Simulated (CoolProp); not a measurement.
CH2F2 (R32) at several states: fugacity coefficient from the reference equation and from simpler models built on Tc = 78.1 °C, pc = 5.783 MPa, ω = 0.277; each cubic takes its own stable root.

Computed with CoolProp (reference Helmholtz-energy equation of state, Tillner-Roth 1997).

```tsv
T (°C)	p (MPa)	phase	reference
45.15	0.122	gas	0.9884
-127.95	0.0154	liquid	0.01129
-23.65	1.67	liquid	0.1991
```

Question: How far does each simpler model (Soave-Redlich-Kwong, Peng-Robinson) lie from the reference over these 3 states: mean and median of the absolute difference, and the worst?

Answer: 
- Soave-Redlich-Kwong: mean 7.9 %, median 3.8 %, worst -19.8 % at -127.95 °C and 0.0154 MPa
- Peng-Robinson: mean 2.4 %, median 2.6 %, worst -4.7 % at -127.95 °C and 0.0154 MPa
